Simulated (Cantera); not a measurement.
An isothermal plug-flow reactor at 950 K and 1.00 bar (inlet), inlet velocity 1.1 m/s, active area per volume 6800 1/m; feed CH₄ : O₂ : N₂ = 0.0073 : 0.12 : 0.79 (molar parts), equivalence ratio 0.12.

Model: Deutschmann's 1995 Pt surface mechanism with GRI-Mech 3.0 gas chemistry, integrated in Cantera. Catalytic surfaces can have several steady states; this one follows from the mechanism file's or the stated starting coverage. Mass transfer to the wall is taken as infinitely fast.

Question: What does this change do: temperature 950 to 875 K?

Answer: 
| quantity | before | after |
|---|---|---|
| x(CH₄) at z = 0.05 m | 6.11e-7 | 0.000814 |
| x(O₂) at z = 0.05 m | 0.115 | 0.117 |
| x(H₂O) at z = 0.05 m | 0.0159 | 0.0143 |
| x(CO₂) at z = 0.05 m | 0.00795 | 0.00714 |
| x(CO) at z = 0.05 m | 5.07e-10 | 1.90e-7 |
| θ(free Pt) at the exit | 0.140 | 0.0776 |
| θ(O*) at the exit | 0.857 | 0.920 |
| θ(OH*) at the exit | 0.00237 | 0.00236 |
